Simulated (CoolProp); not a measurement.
Vapour-liquid equilibrium of CH2F2 (R32) (1) + R134a (2) at 242.4 K; x and y are mole fractions of (1).

Model: multi-fluid Helmholtz-energy mixture model, Tillner-Roth 1997 and Tillner-Roth 1994; pair parameters Lemmon 2004, in CoolProp.

Q: Give the bubble pressure and the first vapour's composition at x = 0.05, 0.65, 0.95. Is there an azeotrope?

A: x = 0.05: 91.07 kPa, y = 0.147; x = 0.65: 200.7 kPa, y = 0.845; x = 0.95: 255.7 kPa, y = 0.982. No azeotrope shows between x = 0.05 and 0.95.

The pair parameters rest on a limited set of measurements; away from them the model extrapolates.
